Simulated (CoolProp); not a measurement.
CH3F (R41) along the isotherm 151.85 °C: Z from the reference equation and from simpler models built on Tc = 44.1 °C, pc = 59.06 bar, ω = 0.200; each cubic takes its own stable root.

Model: reference Helmholtz-energy equation of state, Lemmon 2006, in CoolProp. It is a short technical equation, of lower accuracy than the large ones.

```
p (bar)          phase  reference
-------  -------------  ---------
0.934              gas     0.9977
1.51               gas     0.9962
2.44               gas     0.9939
3.94               gas     0.9902
6.36               gas     0.9841
10.3               gas     0.9743
16.6               gas     0.9587
26.8               gas     0.9336
43.3               gas     0.8935
70       supercritical     0.8308
113      supercritical     0.7403
183      supercritical     0.6510
295      supercritical     0.6784
```

How far does each simpler model (Redlich-Kwong, Peng-Robinson) lie from the reference over these 13 states: mean and median of the absolute difference, and the worst?


- Redlich-Kwong: mean 1.8 %, median 0.2 %, worst +14.5 % at 151.85 °C and 295 bar
- Peng-Robinson: mean 2.5 %, median 0.1 %, worst +14.9 % at 151.85 °C and 295 bar
